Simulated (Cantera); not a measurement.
An isothermal, constant-pressure homogeneous reactor starts with CH₂O : O₂ : N₂ = 0.0051 : 0.023 : 1 (molar parts), at 1425 K and 0.493 atm.

Cantera simulation using GRI-Mech 3.0 (53 species, 325 reactions); the numbers are that mechanism's predictions, not measurements.

Problem. Predict: x(O₂) at 200 s; x(HO₂) at 200 s; x(CO₂) at 200 s; x(NO) at 200 s; x(H) at 200 s.

Solution. 
| Property | Value |
|---|---|
| x(O₂) at 200 s | 0.0174 (gas-phase equilibrium 0.0173) |
| x(HO₂) at 200 s | 3.20e-9 (gas-phase equilibrium 3.18e-9) |
| x(CO₂) at 200 s | 0.00496 (gas-phase equilibrium 0.00496) |
| x(NO) at 200 s | 1.54e-6 (gas-phase equilibrium 0.000266) |
| x(H) at 200 s | 1.82e-9 (gas-phase equilibrium 1.83e-9) |
